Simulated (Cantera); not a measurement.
A closed system holds: 1 mol TEOS, 0.87 mol O3, 1.6 mol H2, at 825 °C and 1100 Pa.

These are equilibrium values from Cantera (NASA tables, ideal gas, pure condensed phases), not measurements of a reactor. Candidate condensed phases: C, C6H6, C7H8, C8H18, H2O, Si, SiC, SiO2; 123 gas species. The feed counts by its element totals alone. Kinetics and transport are ignored.

Base state: H2 0.715, CO 0.284, CH4 0.000205, H2O 0.000205, CO2 8.09e-5 (mole fractions); condensed: C(graphite) + SiO2(β-quartz).

**Question.** What changes in the equilibrium state with this change: temperature from 825 °C to 1602 °C?

**Answer.** 
```json
[
 {"species": "H2", "before": "0.715", "after": "0.633"},
 {"species": "CO", "before": "0.284", "after": "0.360"},
 {"species": "H", "before": "2.00e-7", "after": "0.00497"},
 {"species": "SiO", "before": "<1e-9", "after": "0.00246"},
 {"species": "Si", "before": "<1e-9", "after": "2.76e-5"},
 {"species": "C2H2 (acetylene)", "before": "9.14e-9", "after": "0.000200"},
 {"species": "CO2", "before": "8.09e-5", "after": "6.90e-8"},
 {"species": "C(graphite), mol", "before": "3.39", "after": "0.473"},
 {"species": "SiO2(β-quartz), mol", "before": "1.00", "after": "0"},
 {"species": "SiC(s), mol", "before": "0", "after": "0.955"}
]
```

**Question.** What changes in the equilibrium state with this change: temperature from 825 °C to 1577 °C?

**Answer.** 
```
species               before     after
-------------------  -------  --------
H2                     0.715     0.633
CO                     0.284     0.360
H                    2.00e-7   0.00409
SiO                    <1e-9   0.00230
C2H2 (acetylene)     9.14e-9  0.000166
Si                     <1e-9   1.76e-5
C(graphite), mol        3.39     0.468
SiO2(β-quartz), mol     1.00         0
SiC(s), mol                0     0.958
```
